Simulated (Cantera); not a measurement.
Feed: 1 mol SiC, 0.001 mol H2O, 77 mol H2, equilibrated at 1923 K.

Cantera equilibrium calculation (NASA polynomials, part measured and part estimated; ideal gas, pure solids and liquids). Candidate condensed phases: C, C6H6, C7H8, C8H18, H2O, Si, SiC, SiO2; 123 gas species. Mutual solubility and eutectic melting of coexisting phases are not modelled. Gases not in the tables: Si2H6 and higher silanes. Equilibrium is a limit: real reactors are often held back by kinetics, nucleation or transport.

### Question
Which condensed phases are stable at each of these points (P (Pa)): 0.100, 1.50, 22, 320, 4600, 68000, 1000000?

### Answer
```tsv
P (Pa)	condensed phases	Si condensed (%)
0.100	C(graphite)	0.0
1.50	C(graphite)	0.0
22	C(graphite) + SiC(s)	72.9
320	SiC(s)	97.0
4600	SiC(s)	99.4
68000	SiC(s)	99.6
1000000	Si(l) + SiC(s)	99.3
```

From 0.100 Pa to 1.50 Pa the condensed part is C(graphite). At 22.0 Pa the condensed part is C(graphite) + SiC(s). From 3.20 mbar to 0.680 bar the condensed part is SiC(s). At 10.0 bar the condensed part is Si(l) + SiC(s).
